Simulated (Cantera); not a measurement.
A perfectly stirred reactor is fed with H2 : O2 : N2 = 1 : 0.806 : 3.03 (molar parts), at 7.60 bar; it is adiabatic with a 700 K inlet, and is followed from long to short residence time, starting on the burning branch (τ in s: 0.2, 0.062, 0.019, 0.0057, 0.0018, 0.00054, 0.00016, 5e-05, 1.5e-05, 4.7e-06).

Cantera simulation using the H2/O2 subset of GRI-Mech 3.0, which has no nitrogen chemistry; the numbers are that mechanism's predictions, not measurements. The hydrogen kinetics of GRI-Mech 3.0 are dated; newer H2 mechanisms differ, most at raised pressure.

| quantity | before | after |
|---|---|---|
| blow-out, bracketed by the residence times tried | burning at 4.70 µs, the shortest tried | burning at 4.70 µs, the shortest tried |
| x(H2) at τ = 0.200 s | 0.000372 | 0.000683 |
| x(O2) at τ = 0.200 s | 0.0697 | 0.0694 |
| x(HO2) at τ = 0.200 s | 6.57e-6 | 4.62e-6 |
| x(H2O) at τ = 0.200 s | 0.228 | 0.227 |
| x(H) at τ = 0.200 s | 4.07e-5 | 0.000102 |
| x(H2) at τ = 0.540 ms | 0.00124 | 0.00453 |
| x(O2) at τ = 0.540 ms | 0.0694 | 0.0686 |
| x(HO2) at τ = 0.540 ms | 1.15e-5 | 1.29e-5 |
| x(H2O) at τ = 0.540 ms | 0.226 | 0.218 |
| x(H) at τ = 0.540 ms | 0.000185 | 0.00167 |

Question: Which change was made?
A. pressure from 7.60 bar to 0.980 bar
B. O2 0.806 to 0.52 parts
C. pressure from 7.60 bar to 2.10 bar
D. inlet temperature 700 to 300 K

Answer: C, pressure from 7.60 bar to 2.10 bar
